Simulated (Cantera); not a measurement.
Input (Python, Cantera):

```python
import numpy as np
import cantera as ct

gas = ct.Solution("gri30.yaml")
gas.TPX = 1623, 3000000, {'CH4': 1, 'CO': 0.63, 'O2': 1.93, 'N2': 7.25}
reactor = ct.IdealGasConstPressureReactor(gas, energy="on", clone=False)
net = ct.ReactorNet([reactor])
net.rtol, net.atol = 1e-08, 1e-16
show = ['CH4', 'CO', 'O2', 'HCO', 'H2O2', 'NO']
times = np.geomspace(1e-06, 0.2, 12)

steps = ct.SolutionArray(gas, extra=["t"])
rows = []
print(f"{'t/s':>10s}{'T/K':>9s}{'P/Pa':>11s}" + "".join(f"{s:>11s}" for s in show))
for t in times:
    while net.time < t:
        t_next = net.step()
        steps.append(gas.state, t=t_next)
    rows.append([np.interp(t, steps.t, y) for y in (steps.T, steps.P, *steps(*show).X.T)])
    print(f"{t:10.3e}{rows[-1][0]:9.1f}{rows[-1][1]:11.4g}" + "".join(f"{x:11.3e}" for x in rows[-1][2:]))
rate = np.gradient(steps.T, steps.t)
print("integrator steps:", len(steps.t))
if steps.T.max() > steps.T[0] + 200:
    print(f"time of steepest temperature rise: {steps.t[rate.argmax()]:.4e} s")
gas.TPX = 1623, 3000000, {'CH4': 1, 'CO': 0.63, 'O2': 1.93, 'N2': 7.25}
gas.equilibrate("HP")
print(f"equilibrium (HP): T = {gas.T:.1f} K  " + "  ".join(f"{s} {gas[s].X[0]:.3e}" for s in show))
```

It prints:

```
       t/s      T/K       P/Pa        CH4         CO         O2        HCO       H2O2         NO
 1.000e-06   1623.0      3e+06  9.247e-02  5.827e-02  1.785e-01  2.173e-10  2.062e-07  1.180e-13
 3.033e-06   1623.2      3e+06  9.232e-02  5.825e-02  1.784e-01  2.928e-09  3.736e-07  8.005e-13
 9.201e-06   1628.0      3e+06  9.112e-02  5.819e-02  1.777e-01  4.729e-08  1.164e-06  7.421e-12
 2.791e-05   1791.7      3e+06  6.495e-02  6.426e-02  1.547e-01  6.164e-06  2.074e-05  1.571e-09
 8.465e-05   3056.8      3e+06  1.668e-12  7.303e-02  5.691e-03  7.690e-07  1.179e-06  6.321e-03
 2.568e-04   3052.8      3e+06  1.733e-12  7.333e-02  5.447e-03  7.697e-07  1.146e-06  7.459e-03
 7.789e-04   3052.8      3e+06  1.733e-12  7.333e-02  5.447e-03  7.697e-07  1.146e-06  7.461e-03
 2.363e-03   3052.8      3e+06  1.733e-12  7.333e-02  5.447e-03  7.697e-07  1.146e-06  7.461e-03
 7.166e-03   3052.8      3e+06  1.733e-12  7.333e-02  5.447e-03  7.697e-07  1.146e-06  7.461e-03
 2.174e-02   3052.8      3e+06  1.733e-12  7.333e-02  5.447e-03  7.697e-07  1.146e-06  7.461e-03
 6.594e-02   3052.8      3e+06  1.733e-12  7.333e-02  5.447e-03  7.697e-07  1.146e-06  7.461e-03
 2.000e-01   3052.8      3e+06  1.733e-12  7.333e-02  5.447e-03  7.697e-07  1.146e-06  7.461e-03
integrator steps: 1900
time of steepest temperature rise: 3.0323e-05 s
equilibrium (HP): T = 3052.8 K  CH4 2.081e-12  CO 7.333e-02  O2 5.447e-03  HCO 7.697e-07  H2O2 1.146e-06  NO 7.461e-03
```

Cantera simulation using GRI-Mech 3.0 (53 species, 325 reactions); the numbers are that mechanism's predictions, not measurements. The pressure lies above the range GRI-Mech 3.0 was tuned for (to about 10 atm). Above 3000 K some thermodynamic fits are extrapolated.
